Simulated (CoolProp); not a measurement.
Vapour-liquid equilibrium of m-xylene (1) + n-decane (2) at 431.6 K; x and y are mole fractions of (1).

Model: multi-fluid Helmholtz-energy mixture model, Zhou 2012 and Lemmon 2006; pair parameters Bell 2016, in CoolProp.

| x | bubble pressure (MPa) | y at the bubble point | dew pressure at overall composition x (MPa) | liquid density (mol/L) |
|---|---|---|---|---|
| 0.05 | 0.07223 | 0.117 | 0.06904 | 4.430 |
| 0.15 | 0.08265 | 0.303 | 0.07389 | 4.613 |
| 0.25 | 0.09268 | 0.446 | 0.07941 | 4.809 |
| 0.35 | 0.1025 | 0.561 | 0.08573 | 5.021 |
| 0.45 | 0.1122 | 0.656 | 0.09301 | 5.251 |
| 0.55 | 0.1218 | 0.738 | 0.1015 | 5.499 |
| 0.65 | 0.1315 | 0.809 | 0.1115 | 5.770 |
| 0.75 | 0.1412 | 0.872 | 0.1233 | 6.064 |
| 0.85 | 0.1510 | 0.928 | 0.1376 | 6.386 |
| 0.95 | 0.1609 | 0.977 | 0.1553 | 6.739 |

No azeotrope shows between x = 0.05 and 0.95.

The pair parameters rest on a limited set of measurements; away from them the model extrapolates.
